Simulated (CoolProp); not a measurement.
Model: reference Helmholtz-energy equation of state, Zhou 2014, in CoolProp.

### Question
For cyclohexane, give the phase and the cp (kJ/(kg K)), isothermal compressibility (1/MPa), expansivity (1/kK), viscosity (µPa s) at 617.4 K and 2.3 MPa; 617.4 K and 3.06 MPa; 617.4 K and 3.83 MPa.

### Answer
- 617.4 K and 2.3 MPa: gas; cp 2.88, isothermal compressibility 0.517, expansivity 2.69, viscosity 14.8
- 617.4 K and 3.06 MPa: gas; cp 2.96, isothermal compressibility 0.420, expansivity 3.32, viscosity 15.6
- 617.4 K and 3.83 MPa: gas; cp 3.07, isothermal compressibility 0.370, expansivity 4.24, viscosity 16.6

Viscosity comes from a separate model (Tariq 2014).
